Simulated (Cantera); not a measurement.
A diamond (100) surface in a fixed gas of H2 with x(CH4) = 0.0052, x(H) = 0.019, x(CH3) = 2e-05, 7000 Pa; coverages are run to steady state.

Cantera simulation using the Harris–Goodwin 1993 mechanism for the reconstructed diamond (100) surface; the numbers are that mechanism's predictions, not measurements.

θ: site fractions in the mechanism's names (c6HH fully hydrogenated, c6H* and c6*H radical sites, c6** diradical, c6HM methylated).

| T (K) | growth (µm/h) | θ c6HH | θ c6H* | θ c6*H | θ c6** | θ c6HM |
|---|---|---|---|---|---|---|
| 950 | 0.582 | 0.643 | 0.0144 | 0.335 | 0.00675 | [?] |
| 1025 | 0.822 | 0.574 | 0.0209 | 0.393 | 0.0117 | [?] |
| 1100 | 1.05 | 0.511 | 0.0282 | 0.442 | 0.0185 | [?] |
| 1175 | 1.11 | 0.455 | 0.0360 | 0.481 | 0.0274 | [?] |
| 1250 | 0.876 | 0.406 | 0.0441 | 0.511 | 0.0383 | [?] |
| 1325 | 0.596 | 0.364 | 0.0522 | 0.532 | 0.0510 | [?] |
| 1400 | 0.483 | 0.328 | 0.0600 | 0.547 | 0.0651 | [?] |

Task: Fill in the missing entries.

Result: 
- 950, θ c6HM: 0.000711
- 1025, θ c6HM: 0.000514
- 1100, θ c6HM: 0.000364
- 1175, θ c6HM: 0.000227
- 1250, θ c6HM: 0.000105
- 1325, θ c6HM: 3.60e-5
- 1400, θ c6HM: 1.06e-5
